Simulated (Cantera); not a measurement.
Feed: 1 mol PbO, 0.04 mol H₂, at 577 °C and 74000 Pa.

Method: chemical equilibrium by Gibbs-energy minimisation in Cantera with the NASA 1993 tables (ideal gas, pure condensed phases). Candidate condensed phases: H₂O, Pb, PbO, PbO₂, Pb₃O₄; 12 gas species. The numbers say what is thermodynamically allowed, not how fast it happens.

Base state: H₂O 1.000, H₂ 8.02e-5 (mole fractions); condensed: Pb(l) + PbO(yellow).

Problem. What changes in the equilibrium state with this change: 0.0052 mol CH₄ added?

Solution. 
```json
[
 {"species": "H₂O", "before": "1.000", "after": "0.906"},
 {"species": "CO₂", "before": "0", "after": "0.0935"},
 {"species": "H₂", "before": "8.02e-5", "after": "7.27e-5"},
 {"species": "Pb(l), mol", "before": "0.0400", "after": "0.0608"},
 {"species": "PbO(yellow), mol", "before": "0.960", "after": "0.939"}
]
```
Further candidate phases: C, C₆H₆, C₇H₈, C₈H₁₈.
